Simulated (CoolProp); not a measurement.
Computed with CoolProp (reference Helmholtz-energy equation of state, de Vries 1995).

For R124, give the phase and the density (kg/m³), Prandtl number, fugacity coefficient at 196.85 °C and 9.6 MPa.


- 196.85 °C and 9.6 MPa: supercritical; density 607, Prandtl number 1.64, fugacity coefficient 0.595

Viscosity comes from a separate model (Bell 2016), an estimate that may be off by 10 % or more. Thermal conductivity comes from a separate model (Huber 2003), an estimate that may be off by 10 % or more.
